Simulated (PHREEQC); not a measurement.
A solution holds 2.2 mmol/kgw Cu(NO3)2, 0.14 mmol/kgw HBF4 and 0.7 mmol/kgw FeCl3, at 25 °C. Closed to the air; pH follows from the charge balance.

Computed with PHREEQC (ion-association model, phreeqc.dat).

| quantity | before | after |
|---|---|---|
| pH | 3.12 | 2.44 |
| ionic strength (mol/kgw) | 0.00931 | 0.0408 |
| Fe(OH)2+ (mol/kgw) | 5.59e-5 | 0.000113 |
| Fe+3 (mol/kgw) | 3.10e-5 | 0.00227 |
| CuCl+ (mol/kgw) | 8.42e-6 | 5.91e-5 |
| SI of Goethite (FeOOH) | +5.49 | +5.08 |
| SI of Hematite (Fe2O3) | +12.99 | +12.17 |

Problem. Which change was made?
(A) temperature from 25 to 70 °C
(B) HBF4 left out
(C) FeCl3 from 0.0007 to 0.00014 mol/kgw
(D) Cu(NO3)2 from 0.0022 to 0.022 mol/kgw
(E) FeCl3 from 0.0007 to 0.007 mol/kgw

Solution. E, FeCl3 from 0.0007 to 0.007 mol/kgw

Precipitation was switched off in this run. Some of these states are supersaturated (in Hematite (slow to form), Goethite (slow to form), for instance). Real BF4- forms and hydrolyses slowly; the run takes it at equilibrium. Fluoro complexes past AlF4- and FeF3 are missing from the database.
